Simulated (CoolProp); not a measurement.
Dimethyl carbonate at 567.3 K and 1.27 MPa is throttled through a valve to 0.421 MPa with no heat exchange. Each further row changes one setting.

Computed with CoolProp (reference Helmholtz-energy equation of state, Zhou 2011).

```tsv
case	temperature change (K)	final density (kg/m³)
as stated	[?]	[?]
outlet pressure 0.126 MPa	[?]	2.46
outlet pressure 0.547 MPa	-5.0	11.0
```

Question: Fill in the missing entries.

Answer: 
- as stated, temperature change (K): -5.8
- as stated, final density (kg/m³): 8.37
- outlet pressure 0.126 MPa, temperature change (K): -7.8
